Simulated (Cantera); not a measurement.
Input: 1 mol BF3, 4.5 mol O2, 0.2 mol NH3, at 1148.15 K and 17.0 Pa.

These are equilibrium values from Cantera (NASA tables, ideal gas, pure condensed phases), not measurements of a reactor. Candidate condensed phases: B, BN, B2O3, B3O3H3, H2O; 62 gas species. The numbers say what is thermodynamically allowed, not how fast it happens.

Base state: O2 0.721, BF3 0.118, HF 0.0958, BOF 0.0460, N2 0.0166, H2O 0.00173, B3O3F3 0.000511, HBO2 0.000227 (mole fractions); condensed: gas only.

Problem. What changes in the equilibrium state with this change: O2 from 4.5 to 0.53 mol?

Solution. 
```tsv
species	before	after
BF3	0.118	0.358
HF	0.0958	0.273
O2	0.721	0.188
H2O	0.00173	0.0112
N2	0.0166	0.0494
BOF	0.0460	0.112
B3O3F3	0.000511	0.00740
HBO2	0.000227	0.00127
BOF2	1.71e-5	3.31e-5
NO	3.47e-5	3.06e-5
```
